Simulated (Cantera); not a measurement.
Standard-state values (1 bar) from the NASA 1993 polynomials, evaluated with Cantera. Values are per mole of reaction as written; species without (g) are pure solids or liquids, kept so even where they would boil at 1 bar.

H2O2(g) + Cu → Cu(OH)2, with ΔH° = -314.0 kJ and ΔS° = -159.1 J/K at 300 K.

Task: How far is the shortcut ΔG° ≈ ΔH°(300 K) − T·ΔS°(300 K) from the full temperature-dependent value at 375, 425, 475, 525, 575 K?

Result: 
```
T (K)  shortcut (kJ)  full (kJ)  difference (kJ)  difference in log10 K
-----  -------------  ---------  ---------------  ---------------------
375           -254.3     -254.6              0.2                  -0.03
425           -246.4     -247.0              0.6                  -0.08
475           -238.4     -239.6              1.2                  -0.13
525           -230.5     -232.4              1.9                  -0.19
575           -222.5     -225.3              2.8                  -0.25
```
The shortcut ignores the heat-capacity change of the reaction.
